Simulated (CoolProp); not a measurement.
Computed with CoolProp (reference Helmholtz-energy equation of state, Span 2000).

**Question.** For nitrogen, give the phase and the density (kg/m³), cv (kJ/(kg K)), fugacity coefficient at 165.1 K and 20 MPa.

**Answer.** 
- 165.1 K and 20 MPa: supercritical; density 497, cv 0.874, fugacity coefficient 0.536
